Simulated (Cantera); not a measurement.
# Transport properties of process gases

Gas mixture: O2 = 0.58 (molar parts), at 2.55 Torr, frozen composition.

Cantera's kinetic-theory transport with the Lennard-Jones parameters of GRI-Mech 3.0, ideal gas; thermal conductivity in the mixture-averaged form.

```json
[
 {"T (K)": "400", "ρ (kg/m³)": "0.00327", "cp (J/kg/K)": "941.4", "μ (µPa s)": "25.6", "λ (mW/m/K)": "33.9", "Pr": "0.713", "D (cm²/s) CH4": "112", "D (cm²/s) H2": "392", "D (cm²/s) N2": "103"},
 {"T (K)": "650", "ρ (kg/m³)": "0.00201", "cp (J/kg/K)": "1017", "μ (µPa s)": "36.0", "λ (mW/m/K)": "51.6", "Pr": "0.709", "D (cm²/s) CH4": "260", "D (cm²/s) H2": "886", "D (cm²/s) N2": "236"},
 {"T (K)": "900", "ρ (kg/m³)": "0.00145", "cp (J/kg/K)": "1074", "μ (µPa s)": "44.7", "λ (mW/m/K)": "67.6", "Pr": "0.710", "D (cm²/s) CH4": "450", "D (cm²/s) H2": "1520", "D (cm²/s) N2": "407"},
 {"T (K)": "1150", "ρ (kg/m³)": "0.00114", "cp (J/kg/K)": "1109", "μ (µPa s)": "52.5", "λ (mW/m/K)": "82.2", "Pr": "0.708", "D (cm²/s) CH4": "678", "D (cm²/s) H2": "2280", "D (cm²/s) N2": "613"},
 {"T (K)": "1400", "ρ (kg/m³)": "0.000935", "cp (J/kg/K)": "1134", "μ (µPa s)": "59.7", "λ (mW/m/K)": "95.7", "Pr": "0.707", "D (cm²/s) CH4": "942", "D (cm²/s) H2": "3160", "D (cm²/s) N2": "850"},
 {"T (K)": "1650", "ρ (kg/m³)": "0.000793", "cp (J/kg/K)": "1155", "μ (µPa s)": "66.4", "λ (mW/m/K)": "108", "Pr": "0.707", "D (cm²/s) CH4": "1240", "D (cm²/s) H2": "4150", "D (cm²/s) N2": "1120"},
 {"T (K)": "1900", "ρ (kg/m³)": "0.000689", "cp (J/kg/K)": "1174", "μ (µPa s)": "72.7", "λ (mW/m/K)": "121", "Pr": "0.707", "D (cm²/s) CH4": "1560", "D (cm²/s) H2": "5250", "D (cm²/s) N2": "1410"},
 {"T (K)": "2150", "ρ (kg/m³)": "0.000609", "cp (J/kg/K)": "1192", "μ (µPa s)": "78.8", "λ (mW/m/K)": "133", "Pr": "0.707", "D (cm²/s) CH4": "1920", "D (cm²/s) H2": "6440", "D (cm²/s) N2": "1730"}
]
```
D: mixture-averaged diffusion coefficient of that species in the mixture.
